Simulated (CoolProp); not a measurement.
Propylene glycol along the isobar 0.961 MPa: Z from the reference equation and from simpler models built on Tc = 674.0 K, pc = 7.292 MPa, ω = 0.327; each cubic takes its own stable root.

Values from CoolProp's reference Helmholtz-energy equation of state, Eisenbach 2021.

```json
[
 {"T (K)": "261.5", "phase": "liquid", "reference": "0.03172"},
 {"T (K)": "289.7", "phase": "liquid", "reference": "0.02921"},
 {"T (K)": "317.9", "phase": "liquid", "reference": "0.02718"},
 {"T (K)": "346.2", "phase": "liquid", "reference": "0.02552"},
 {"T (K)": "374.4", "phase": "liquid", "reference": "0.02415"},
 {"T (K)": "402.6", "phase": "liquid", "reference": "0.02304"},
 {"T (K)": "430.8", "phase": "liquid", "reference": "0.02212"},
 {"T (K)": "459", "phase": "liquid", "reference": "0.02140"},
 {"T (K)": "487.3", "phase": "liquid", "reference": "0.02085"},
 {"T (K)": "515.5", "phase": "liquid", "reference": "0.02047"},
 {"T (K)": "543.7", "phase": "liquid", "reference": "0.02030"}
]
```

Problem. How far does each simpler model (van der Waals, Redlich-Kwong, Peng-Robinson) lie from the reference over these 11 states: mean and median of the absolute difference, and the worst?

Solution. 
- van der Waals: mean 1599.8 %, median 54.9 %, worst +4484.2 % at 543.7 K and 0.961 MPa
- Redlich-Kwong: mean 792.2 %, median 5.2 %, worst +4391.1 % at 543.7 K and 0.961 MPa
- Peng-Robinson: mean 400.9 %, median 10.0 %, worst +4312.3 % at 543.7 K and 0.961 MPa

At some of these states van der Waals, Redlich-Kwong, Peng-Robinson gives the other phase, because its saturation line lies elsewhere.
